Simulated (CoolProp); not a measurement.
R1132(E) along the isobar 43.2 bar: fugacity coefficient from the reference equation and from simpler models built on Tc = 348.8 K, pc = 51.74 bar, ω = 0.245; each cubic takes its own stable root.

Values from CoolProp's reference Helmholtz-energy equation of state, Akasaka 2024.

```
T (K)   phase  reference
-----  ------  ---------
289    liquid     0.2733
297    liquid     0.3274
304.9  liquid     0.3858
312.8  liquid     0.4487
320.7  liquid     0.5155
328.7  liquid     0.5860
336.6  liquid     0.6570
344.5     gas     0.7036
352.4     gas     0.7282
360.4     gas     0.7498
368.3     gas     0.7687
376.2     gas     0.7857
384.1     gas     0.8011
392.1     gas     0.8153
400       gas     0.8281
```

**Question.** How far does each simpler model (van der Waals, Redlich-Kwong, Soave-Redlich-Kwong) lie from the reference over these 15 states: mean and median of the absolute difference, and the worst?

**Answer.** 
- van der Waals: mean 18.4 %, median 5.5 %, worst +70.5 % at 289 K and 43.2 bar
- Redlich-Kwong: mean 6.5 %, median 1.4 %, worst +23.3 % at 289 K and 43.2 bar
- Soave-Redlich-Kwong: mean 1.7 %, median 1.1 %, worst +3.2 % at 297 K and 43.2 bar

At some of these states van der Waals gives the other phase, because its saturation line lies elsewhere.
